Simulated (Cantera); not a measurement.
A Cantera script and what it prints.

```python
import numpy as np
import cantera as ct

gas_names = """
    B BH BH2 BH3 BN B2 H H2 N NH NH2 NH3 N2 N2H2 N2H4
""".split()
cond_names = """
    B(b) B(L) BN(s)
""".split()


def load(file, names, dense=False):
    # The tables refer to 1 bar. Condensed volumes are neglected.
    table = {s.name: s for s in ct.Species.list_from_file(file)}
    out = []
    for n in names:
        d = dict(table[n].input_data)
        d["thermo"] = dict(d["thermo"], **{"reference-pressure": 1e5})
        if dense:
            d["equation-of-state"] = {"model": "constant-volume", "density": "1e6 g/cm^3"}
        out.append(ct.Species.from_dict(d))
    return out


gas = ct.Solution(thermo="ideal-gas", species=load("nasa_gas.yaml", gas_names))
cond = {s.name: ct.Solution(thermo="fixed-stoichiometry", species=[s], name=s.name)
        for s in load("nasa_condensed.yaml", cond_names, dense=True)}
atoms = {
    'B': {'B': 1},
    'NH3': {'N': 1, 'H': 3},
    'N2': {'N': 2},
}
top_T = {'BN(s)': 3200}  # K; cautious upper limits of use, not melting points


def equilibrate(T, P, feed):
    n = {}
    for name, mol in feed.items():
        for a, k in atoms[name].items():
            n[a] = n.get(a, 0.0) + k * mol
    gas.TPX = T, P, n
    mass = sum(n.values()) * gas.mean_molecular_weight
    gas.equilibrate("TP")
    valid = [c for c in cond.values() if c.min_temp <= T <= top_T.get(c.name, c.max_temp)]
    mix = ct.Mixture([(gas, mass / gas.mean_molecular_weight)] + [(c, 0.0) for c in valid])
    mix.T, mix.P = T, P
    mix.equilibrate("TP", solver="vcs", rtol=1e-11, max_steps=5000)
    return mix


results = []
feed = {'B': 1, 'NH3': 1.2, 'N2': 0.17}  # mol
T = 2125  # K
P = 40000  # Pa
mix = equilibrate(T, P, feed)
results.append((T, P, feed, dict(zip(mix.species_names, mix.species_moles))))
print(gas.report(threshold=1e-05))
for i in range(1, mix.n_phases):
    print(f"{mix.phase(i).name:16s} {mix.phase_moles(i):12.5e} mol")
```

Output:

```
       temperature   2125 K
          pressure   40000 Pa
           density   0.012213 kg/m^3
  mean mol. weight   5.3947 kg/kmol
   phase of matter   gas

                          1 kg             1 kmol
                     ---------------   ---------------
          enthalpy          1.09e+07        5.8801e+07  J
   internal energy        7.6246e+06        4.1133e+07  J
           entropy             38884        2.0977e+05  J/K
    Gibbs function       -7.1729e+07       -3.8696e+08  J
 heat capacity c_p            6440.6             34745  J/K
 heat capacity c_v            4899.3             26431  J/K

                      mass frac. Y      mole frac. X     chem. pot. / RT
                     ---------------   ---------------   ---------------
               BH2        0.00021592        9.0816e-05             -26.3
                 H        0.00099746         0.0053383           -10.369
                H2           0.32304           0.86444           -20.737
                N2           0.67573           0.13013           -30.102
     [  +11 minor]        1.4723e-05        5.3452e-06

B(b)              0.00000e+00 mol
BN(s)             9.99804e-01 mol
```

Method: chemical equilibrium by Gibbs-energy minimisation in Cantera with the NASA 1993 tables (ideal gas, pure condensed phases). The tables' values for BH2 are old estimates; treat these amounts as uncertain.
